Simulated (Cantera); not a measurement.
A closed system holds: 1 mol B2H6, a varied amount of NH3, held at 1098.15 K and 13.3 mbar.

Method: chemical equilibrium by Gibbs-energy minimisation in Cantera with the NASA 1993 tables (ideal gas, pure condensed phases). Candidate condensed phases: B, BN; 15 gas species. The feed counts by its element totals alone. Mutual solubility and eutectic melting of coexisting phases are not modelled. Equilibrium is a limit: real reactors are often held back by kinetics, nucleation or transport.

Q: Which condensed phases are stable at each of these points (n(NH3) (mol)): 0.65, 2.1, 3.6, 5.1, 6.6, 8.1, 9.6, 11, 13, 14?

A: 
```json
[
 {"n(NH3) (mol)": "0.65", "condensed phases": "B(s) + BN(s)", "B condensed (%)": "100.0"},
 {"n(NH3) (mol)": "2.1", "condensed phases": "BN(s)", "B condensed (%)": "100.0"},
 {"n(NH3) (mol)": "3.6", "condensed phases": "BN(s)", "B condensed (%)": "100.0"},
 {"n(NH3) (mol)": "5.1", "condensed phases": "BN(s)", "B condensed (%)": "100.0"},
 {"n(NH3) (mol)": "6.6", "condensed phases": "BN(s)", "B condensed (%)": "100.0"},
 {"n(NH3) (mol)": "8.1", "condensed phases": "BN(s)", "B condensed (%)": "100.0"},
 {"n(NH3) (mol)": "9.6", "condensed phases": "BN(s)", "B condensed (%)": "100.0"},
 {"n(NH3) (mol)": "11", "condensed phases": "BN(s)", "B condensed (%)": "100.0"},
 {"n(NH3) (mol)": "13", "condensed phases": "BN(s)", "B condensed (%)": "100.0"},
 {"n(NH3) (mol)": "14", "condensed phases": "BN(s)", "B condensed (%)": "100.0"}
]
```

At 0.65 mol NH3 the condensed part is B(s) + BN(s). From 2.1 mol NH3 to 14 mol NH3 the condensed part is BN(s).
